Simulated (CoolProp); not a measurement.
R142b at 293.15 K and 0.129 MPa is compressed adiabatically to 0.805 MPa with isentropic efficiency 0.8. Each further row changes one setting.

Model: reference Helmholtz-energy equation of state, Lemmon 2006, in CoolProp. It is a short technical equation, of lower accuracy than the large ones.

| case | work (kJ/kg) | final temperature (K) | final density (kg/m³) |
|---|---|---|---|
| as stated | 56.9 | (withheld) | 29.8 |
| efficiency 1 | 45.5 | (withheld) | 31.2 |
| efficiency 0.65 | (withheld) | (withheld) | 28.3 |

Problem. What belongs in the gaps?

Solution. 
- as stated, final temperature (K): 366.8
- efficiency 1, final temperature (K): 355.8
- efficiency 0.65, work (kJ/kg): 70.0
- efficiency 0.65, final temperature (K): 379.5
